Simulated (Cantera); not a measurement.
Cantera with NASA thermochemical tables; ideal gases at 1 bar, condensed phases pure. Values are per mole of reaction as written; species without (g) are pure solids or liquids, kept so even where they would boil at 1 bar.

6 LiCl(g) + 2 O₃(g) + 3 H₂(g) = 6 LiOH + 6 Cl(g)

```tsv
T (K)	ΔH° (kJ)	ΔS° (J/K)	ΔG° (kJ)	log10 K
1523	___	___	___	___
1573	-925.6	-456.2	-208.0	6.91
1623	___	___	___	___
1673	___	___	___	___
1723	-895.4	-437.9	-140.9	4.27
```

Problem. What belongs in the gaps?

Solution. 
- 1523, ΔH° (kJ): -936.0
- 1523, ΔS° (J/K): -462.9
- 1523, ΔG° (kJ): -230.9
- 1523, log10 K: 7.92
- 1623, ΔH° (kJ): -915.4
- 1623, ΔS° (J/K): -449.8
- 1623, ΔG° (kJ): -185.3
- 1623, log10 K: 5.96
- 1673, ΔH° (kJ): -905.3
- 1673, ΔS° (J/K): -443.7
- 1673, ΔG° (kJ): -163.0
- 1673, log10 K: 5.09
